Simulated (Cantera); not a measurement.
Charge: 1 mol (CH3)2SiCl2, 0.017 mol C2H4, 110 mol H2, held at 1700 Pa.

Equilibrium computed with Cantera from the NASA thermochemical tables; the gas is ideal and each condensed phase is pure. Candidate condensed phases: C, C6H6, C7H8, C8H18, Si, SiC; 109 gas species. The feed counts by its element totals alone. The tables' values for SiCl are old estimates; treat these amounts as uncertain. Gases not in the tables: Si2H6 and higher silanes. Equilibrium is a limit: real reactors are often held back by kinetics, nucleation or transport.

x: gas mole fraction; n: condensed amount in mol.

```json
[
 {"T (°C)": "1975", "x H2": "0.921", "x H": "0.0541", "x HCl": "0.0161", "x C2H2 (acetylene)": "[?]", "x Si": "0.00423", "x Cl": "0.000683", "n C(graphite)": "0.837", "n SiC(s)": "0.324"},
 {"T (°C)": "2000", "x H2": "0.911", "x H": "0.0615", "x HCl": "0.0158", "x C2H2 (acetylene)": "[?]", "x Si": "0.00573", "x Cl": "0.000772", "n C(graphite)": "0.921", "n SiC(s)": "0.0709"},
 {"T (°C)": "2025", "x H2": "0.902", "x H": "0.0698", "x HCl": "0.0157", "x C2H2 (acetylene)": "[?]", "x Si": "0.00620", "x Cl": "0.000874", "n C(graphite)": "0.855", "n SiC(s)": "0"},
 {"T (°C)": "2050", "x H2": "0.892", "x H": "0.0789", "x HCl": "0.0155", "x C2H2 (acetylene)": "[?]", "x Si": "0.00626", "x Cl": "0.000986", "n C(graphite)": "0.725", "n SiC(s)": "0"},
 {"T (°C)": "2075", "x H2": "0.882", "x H": "0.0889", "x HCl": "0.0153", "x C2H2 (acetylene)": "[?]", "x Si": "0.00629", "x Cl": "0.00111", "n C(graphite)": "0.581", "n SiC(s)": "0"},
 {"T (°C)": "2100", "x H2": "0.870", "x H": "0.0999", "x HCl": "0.0151", "x C2H2 (acetylene)": "[?]", "x Si": "0.00629", "x Cl": "0.00124", "n C(graphite)": "0.423", "n SiC(s)": "0"},
 {"T (°C)": "2125", "x H2": "0.858", "x H": "0.112", "x HCl": "0.0149", "x C2H2 (acetylene)": "[?]", "x Si": "0.00627", "x Cl": "0.00139", "n C(graphite)": "0.252", "n SiC(s)": "0"},
 {"T (°C)": "2150", "x H2": "0.844", "x H": "0.125", "x HCl": "0.0146", "x C2H2 (acetylene)": "[?]", "x Si": "0.00622", "x Cl": "0.00154", "n C(graphite)": "0.0659", "n SiC(s)": "0"}
]
```

**Question.** Some entries are withheld; supply them.

**Answer.** 
- 1975, x C2H2 (acetylene): 0.00305
- 2000, x C2H2 (acetylene): 0.00343
- 2025, x C2H2 (acetylene): 0.00386
- 2050, x C2H2 (acetylene): 0.00432
- 2075, x C2H2 (acetylene): 0.00482
- 2100, x C2H2 (acetylene): 0.00535
- 2125, x C2H2 (acetylene): 0.00593
- 2150, x C2H2 (acetylene): 0.00653
